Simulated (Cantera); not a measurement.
An isothermal, constant-pressure homogeneous reactor starts with CH4 : H2O : H2 = 1 : 0.42 : 0.078 (molar parts), at 1825 K and 2.80 bar.

Cantera simulation using GRI-Mech 3.0 (53 species, 325 reactions); the numbers are that mechanism's predictions, not measurements. GRI-Mech 3.0 stops at C3 and has no aromatics, soot or wall deposition, so with more carbon than oxygen in the feed, carbon stays in small species such as C2H2 where larger ones or solid carbon would form.

x: mole fraction; the columns are a selection and need not sum to one.

```
t (s)      x CH4    x H2O    x H2    x C2H2       x O     x HCO      x O2
--------  ------  -------  ------  --------  --------  --------  --------
1.00e-6    0.667    0.280  0.0523  6.27e-10  2.49e-11  1.74e-12    <1e-12
6.47e-6    0.663    0.280  0.0541   2.01e-6  4.57e-10       ___    <1e-12
4.19e-5    0.626    0.277  0.0789   0.00117   1.60e-9       ___  4.62e-11
0.000271   0.417    0.242   0.259    0.0554  9.26e-10       ___  1.91e-10
0.00176    0.159    0.190   0.494     0.144  4.02e-10   1.13e-8  6.14e-11
0.0114    0.0465    0.144   0.614     0.162  2.83e-10   1.11e-8  2.94e-11
0.0737    0.0316   0.0606   0.687     0.120  1.35e-10       ___  5.24e-12
0.477     0.0253  0.00240   0.735    0.0875  6.02e-12   5.12e-8    <1e-12
3.09      0.0250  3.24e-6   0.737    0.0861    <1e-12   5.20e-8    <1e-12
20.0      0.0250  3.24e-6   0.737    0.0861    <1e-12   5.20e-8    <1e-12
```

Complete the blanks.


- 6.47e-6, x HCO: 1.07e-9
- 4.19e-5, x HCO: 3.74e-8
- 0.000271, x HCO: 3.31e-8
- 0.0737, x HCO: 3.27e-8
